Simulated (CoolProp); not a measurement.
Vapour pressure (MPa) of ethylbenzene: the reference equation beside estimates from Tc = 344.0 °C, pc = 3.622 MPa, ω = 0.304. Clausius-Clapeyron is anchored at 186.85 °C with a constant enthalpy of vaporisation of 31.99 kJ/mol.

Computed with CoolProp (reference Helmholtz-energy equation of state, Zhou 2012).

| T (°C) | reference | Lee-Kesler | Clausius-Clapeyron | van der Waals | Redlich-Kwong | Peng-Robinson |
|---|---|---|---|---|---|---|
| 163.55 | 0.2004 | 0.2011 | 0.2129 | 0.7673 | 0.3469 | 0.2002 |
| 175.25 | 0.2604 | 0.2621 | 0.2679 | 0.8760 | 0.4306 | 0.2602 |
| 186.85 | 0.3326 | 0.3355 | 0.3326 | 0.9931 | 0.5268 | 0.3326 |
| 198.45 | 0.4192 | 0.4235 | 0.4086 | 1.120 | 0.6373 | 0.4195 |
| 210.05 | 0.5217 | 0.5276 | 0.4970 | 1.256 | 0.7631 | 0.5228 |
| 221.65 | 0.6421 | 0.6498 | 0.5990 | 1.403 | 0.9051 | 0.6445 |
| 233.25 | 0.7822 | 0.7918 | 0.7158 | 1.560 | 1.064 | 0.7865 |
| 244.85 | 0.9440 | 0.9555 | 0.8485 | 1.728 | 1.242 | 0.9510 |
| 256.45 | 1.130 | 1.143 | 0.9985 | 1.907 | 1.438 | 1.140 |
| 268.05 | 1.342 | 1.357 | 1.167 | 2.096 | 1.655 | 1.356 |
| 279.65 | 1.582 | 1.599 | 1.354 | 2.297 | 1.892 | 1.602 |

Absolute difference from the reference over all 11 rows, mean and median: Lee-Kesler 1.0 and 1.1 %, Clausius-Clapeyron 7.3 and 6.7 %, van der Waals 136.1 and 118.5 %, Redlich-Kwong 43.1 and 41.0 %, Peng-Robinson 0.5 and 0.4 %.
